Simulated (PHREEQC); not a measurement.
**Sulfide liquor: speciation**

Solution (94 °C): 160 mmol/kgw NaHS. Closed to the air; pH follows from the charge balance.

The numbers come from PHREEQC with the ion-association model, phreeqc.dat.

This is a speciation only: nothing precipitates in the calculation.

**Question.** What pH does the model give?

**Answer.** pH 8.54.

Away from 25 °C the constants follow the database's enthalpies or fits; those with neither stay at their 25 °C values.
